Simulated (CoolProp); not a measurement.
Vapour pressure (kPa) of R227EA: the reference equation beside estimates from Tc = 374.9 K, pc = 2925 kPa, ω = 0.358. Clausius-Clapeyron is anchored at 253.3 K with a constant enthalpy of vaporisation of 22.66 kJ/mol.

Computed with CoolProp (reference Helmholtz-energy equation of state, Lemmon 2016).

| T (K) | reference | Lee-Kesler | Clausius-Clapeyron | van der Waals | Redlich-Kwong | Soave-Redlich-Kwong | Peng-Robinson |
|---|---|---|---|---|---|---|---|
| 244.6 | 57.92 | 57.54 | ___ | 405.5 | 137.1 | 57.65 | 58.25 |
| 253.3 | 86.85 | 86.59 | 86.85 | 488.3 | 188.3 | 86.60 | 86.97 |
| 262 | 126.1 | 126.1 | 124.1 | 581.5 | 252.3 | 126.0 | 125.9 |
| 270.7 | 178.1 | 178.5 | 173.4 | 685.7 | 330.6 | 178.3 | 177.5 |
| 279.4 | 245.3 | 246.1 | 237.3 | 801.2 | 424.8 | 246.1 | 244.2 |
| 288.1 | 330.3 | 331.6 | 318.6 | 928.6 | 536.6 | 332.2 | 328.8 |
| 296.8 | 436.2 | 437.9 | 420.3 | 1068 | 667.5 | 439.6 | 434.3 |
| 305.5 | 566.0 | 567.8 | 546.0 | 1221 | 819.0 | 571.6 | ___ |
| 314.2 | 722.9 | 724.6 | 699.0 | 1386 | 992.5 | 731.3 | 721.4 |
| 322.9 | 910.5 | 911.7 | 883.0 | 1564 | 1189 | 922.3 | 910.0 |
| 331.6 | 1132 | 1133 | 1102 | 1757 | 1411 | 1148 | 1134 |
| 340.3 | 1393 | 1393 | 1359 | 1963 | 1659 | 1413 | 1397 |
| 349 | 1697 | ___ | 1660 | 2183 | 1934 | 1720 | 1704 |
| 357.7 | 2049 | 2049 | 2007 | 2418 | 2237 | 2073 | 2059 |

Question: Fill in the missing entries.

Answer: 
- 244.6, Clausius-Clapeyron: 59.24
- 305.5, Peng-Robinson: 564.1
- 349, Lee-Kesler: 1696

Absolute difference from the reference over all 14 rows, mean and median: Lee-Kesler 0.2 and 0.2 %, Clausius-Clapeyron 2.6 and 2.6 %, van der Waals 191.6 and 130.3 %, Redlich-Kwong 57.7 and 48.9 %, Soave-Redlich-Kwong 0.8 and 0.9 %, Peng-Robinson 0.3 and 0.3 %.
